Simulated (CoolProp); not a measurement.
c-C4F8 (RC318) at 298.15 K and 0.168 MPa is compressed adiabatically to 1.15 MPa with isentropic efficiency 0.9. Each further row changes one setting.

Values from CoolProp's reference Helmholtz-energy equation of state, Platzer 1990. This equation is an older, rougher fit; its heat capacities, sound speeds and derivatives of the liquid may be far off and weren't checked against measurements.

```tsv
case	work (kJ/kg)	final temperature (K)	final phase	final density (kg/m³)
as stated	24.2	346.3	two-phase, vapour fraction 0.952	114
efficiency 1	___	346.3	two-phase, vapour fraction 0.920	___
efficiency 0.65	___	___	gas	104
```

### Question
Some entries are withheld; supply them.

### Answer

- efficiency 1, work (kJ/kg): 21.8
- efficiency 1, final density (kg/m³): 117
- efficiency 0.65, work (kJ/kg): 33.6
- efficiency 0.65, final temperature (K): 351.8
